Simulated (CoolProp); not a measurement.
Vapour-liquid equilibrium of carbon dioxide (1) + CH3F (R41) (2) at 7.41 bar; x and y are mole fractions of (1).

The numbers come from the multi-fluid Helmholtz-energy mixture model, Span 1996 and Lemmon 2006; pair parameters Bell 2016 in CoolProp.

```csv
x,"bubble temperature, mixture model (°C)","bubble temperature, Raoult's law (°C)","y, mixture model","y, Raoult's law"
0.05,___,-34.0,0.077,0.084
0.2,___,-36.9,___,0.304
0.35,-38.9,-39.4,0.457,0.485
0.5,-41.1,-41.7,0.612,0.636
0.65,-43.2,-43.8,___,0.765
0.8,___,-45.7,0.871,0.875
0.95,___,-47.4,0.971,0.971
```

Task: What belongs in the gaps?

Result: 
- 0.05, bubble temperature, mixture model (°C): -33.9
- 0.2, bubble temperature, mixture model (°C): -36.6
- 0.2, y, mixture model: 0.281
- 0.65, y, mixture model: 0.750
- 0.8, bubble temperature, mixture model (°C): -45.3
- 0.95, bubble temperature, mixture model (°C): -47.3

The largest gap from Raoult's law is +0.6 K in bubble temperature, at x = 0.5. No azeotrope shows between x = 0.05 and 0.95.

The pair parameters rest on a limited set of measurements; away from them the model extrapolates.
